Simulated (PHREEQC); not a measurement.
Dissolve 0.0097 mol HF and 0.0063 mol NH4HF2 per kg of water at 20 °C. Closed to the air; pH follows from the charge balance.

All values are PHREEQC results (ion-association model, phreeqc.dat), not measurements.

```json
{
 "pH": "2.83",
 "ionic_strength": "0.00792 mol/kgw",
 "total_alkalinity": "-16.0 meq/kg"
}
```

```json
[
 {"species": "HF", "molality": "0.0140", "activity": "0.0140", "log γ": "0.001"},
 {"species": "F-", "molality": "0.00753", "activity": "0.00685", "log γ": "-0.041"},
 {"species": "NH4+", "molality": "0.00630", "activity": "0.00572", "log γ": "-0.042"},
 {"species": "H+", "molality": "0.00162", "activity": "0.00149", "log γ": "-0.036"},
 {"species": "HF2-", "molality": "0.000388", "activity": "0.000354", "log γ": "-0.040"},
 {"species": "NH3", "molality": "1.52e-9", "activity": "1.53e-9", "log γ": "0.001"}
]
```

No solid was allowed to form.
